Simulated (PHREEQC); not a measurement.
Dissolve 5.6 mmol/kgw HBr at 25 °C. It is in equilibrium with CO2 at log p = 0 (atm). Otherwise closed; pH follows from the charge balance.

The numbers come from PHREEQC with the ion-association model, wateq4f.dat.

No solid was allowed to form.

Question: What pH does the model give?

Answer: pH 2.28.

Complexes and solids missing from the database can't appear.
